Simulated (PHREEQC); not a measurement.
Consider water at 25 °C with 0.049 mol/kgw H2SO4, 3.1e-05 mol/kgw AlCl3 and 0.0067 mol/kgw CuCl2. Closed to the air; pH follows from the charge balance.

Computed with PHREEQC (ion-association model, phreeqc.dat).

No solid was allowed to form.

### Question
Order these Al species by the share of Al that they hold, largest first: Al+3, AlSO4+, AlHSO4+2, Al(SO4)2-.

### Answer
AlSO4+ (70 %), Al+3 (18 %), Al(SO4)2- (11 %), AlHSO4+2 (0.68 %)

### Question
Order these Cu species by the share of Cu that they hold, largest first: Cu+2, CuSO4, CuCl+.

### Answer
Cu+2 (70 %), CuSO4 (29 %), CuCl+ (1.0 %)

The pH is 1.27 and the ionic strength 0.0918 mol/kgw.
